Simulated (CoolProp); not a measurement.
Saturation properties of R1224YDZ.

The numbers come from the reference Helmholtz-energy equation of state, Akasaka 2023 in CoolProp.

| T (K) | p (kPa) | liquid density (kg/m³) | vapour density (kg/m³) | enthalpy of vaporisation (kJ/kg) |
|---|---|---|---|---|
| 326.9 | 368.7 | 1276 | 22.72 | 149.2 |
| 333.4 | 442.3 | 1256 | 27.17 | 145.4 |
| 339.9 | 526.4 | 1235 | 32.31 | 141.5 |
| 346.4 | 622.1 | 1213 | 38.23 | 137.3 |
| 353 | 732.0 | 1190 | 45.17 | 132.9 |
| 359.5 | 853.8 | 1166 | 53.05 | 128.3 |
| 366 | 990.2 | 1141 | 62.14 | 123.4 |
| 372.5 | 1142 | 1114 | 72.67 | 118.1 |
| 379 | 1311 | 1086 | 84.94 | 112.5 |
| 385.5 | 1498 | 1056 | 99.33 | 106.3 |
| 392 | 1705 | 1024 | 116.4 | 99.60 |
| 398.5 | 1932 | 988.5 | 137.0 | 92.12 |
| 405.1 | 2187 | 948.6 | 162.9 | 83.49 |
| 411.6 | 2464 | 903.5 | 195.6 | 73.54 |

It boils at 288.0 K under 1 atm.
